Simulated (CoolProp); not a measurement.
Vapour-liquid equilibrium of carbon dioxide (1) + R142b (2) at 255.7 K; x and y are mole fractions of (1).

Model: multi-fluid Helmholtz-energy mixture model, Span 1996 and Lemmon 2006; pair parameters Bell 2016, in CoolProp.

**Question.** Give the bubble pressure and the first vapour's composition at x = 0.05, 0.65, 0.875. Is there an azeotrope?

**Answer.** x = 0.05: 0.1519 MPa, y = 0.542; x = 0.65: 1.362 MPa, y = 0.972; x = 0.875: 1.827 MPa, y = 0.990. No azeotrope shows between x = 0.05 and 0.95.

Pair parameters are fitted to limited data, so mixtures are less certain than the pure fluids.
